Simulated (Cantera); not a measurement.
**Roasting and sulfation: FeS + O₂ + H₂O + SO₃**

Charge: 1 mol FeS, a varied amount of O₂, 4.5 mol H₂O, 0.081 mol SO₃, equilibrated at 950 K and 10.0 Torr.

Method: chemical equilibrium by Gibbs-energy minimisation in Cantera with the NASA 1993 tables (ideal gas, pure condensed phases). Candidate condensed phases: Fe, FeO, Fe(OH)₂, Fe(OH)₃, FeS, FeSO₄, FeS₂, Fe₂O₃, Fe₂(SO₄)₃, Fe₃O₄, H₂O, H₂SO₄, S; 22 gas species. FeS: taken at fixed stoichiometry. Gases not in the tables: S₃ to S₇. Rates play no part.

```
n(O₂) (mol)  x H₂O      x O₂   x SO₂    x SO₃     x H₂S  n FeS(s)  n Fe₃O₄(s)  n Fe₂O₃(s)
-----------  -----  --------  ------  -------  --------  --------  ----------  ----------
0.85         0.863    <1e-12   0.114  1.35e-9    0.0109     0.359       0.214           0
1            0.848    <1e-12   0.128  1.58e-9    0.0109     0.262       0.246           0
1.2          0.829    <1e-12   0.147  1.89e-9    0.0108     0.134       0.289           0
1.5          0.807    <1e-12   0.178  2.87e-9   0.00640         0       0.333           0
1.7          0.806  1.16e-10   0.194  8.07e-7  4.06e-10         0      0.0379       0.443
2.1          0.759    0.0581   0.167   0.0156    <1e-12         0           0       0.500
2.5          0.713     0.115   0.151   0.0199    <1e-12         0           0       0.500
3            0.662     0.179   0.137   0.0224    <1e-12         0           0       0.500
3.5          0.618     0.234   0.125   0.0234    <1e-12         0           0       0.500
4.2          0.564     0.300   0.112   0.0237    <1e-12         0           0       0.500
5.1          0.507     0.371  0.0986   0.0233    <1e-12         0           0       0.500
6            0.461     0.428  0.0883   0.0224    <1e-12         0           0       0.500
```
x: gas mole fraction; n: condensed amount in mol.

From 0.85 mol O₂ to 1.2 mol O₂ the condensed part is FeS(s) + Fe₃O₄(s). At 1.5 mol O₂ the condensed part is Fe₃O₄(s). At 1.7 mol O₂ the condensed part is Fe₂O₃(s) + Fe₃O₄(s). From 2.1 mol O₂ to 6 mol O₂ the condensed part is Fe₂O₃(s).
